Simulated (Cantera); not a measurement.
Thermodynamics of boron, boron nitride and boron oxide, feed B₂O₃ + NH₃

Feed: 1 mol B₂O₃, a varied amount of NH₃, at 0.133 bar.

These are equilibrium values from Cantera (NASA tables, ideal gas, pure condensed phases), not measurements of a reactor. Candidate condensed phases: B, BN, B₂O₃, B₃O₃H₃, H₂O; 39 gas species. Mutual solubility and eutectic melting of coexisting phases are not modelled. Rates play no part.

### Question
Map the stable condensed phases over T = 1123, 1223, 1323, 1423, 1523, 1623, 1723, 1823, 1923, 2023 K and n(NH₃) in mol = 0.54, 1, 2, 3.7, 7.2, 14, 26.

### Answer
```
T in K \ n(NH₃) in mol
         0.54    1    2  3.7  7.2   14   26
   2023     A    A    A    A    A    A    A
   1923     B    B    B    A    A    A    A
   1823     B    B    B    B    A    A    A
   1723     C    C    C    C    C    C    D
   1623     C    C    C    C    C    C    C
   1523     C    C    C    C    C    C    C
   1423     C    C    C    C    C    C    C
   1323     C    C    C    C    C    C    C
   1223     C    C    C    C    C    C    C
   1123     C    C    C    C    C    C    C
```
A: gas only; B: B₂O₃; C: BN + B₂O₃; D: BN.
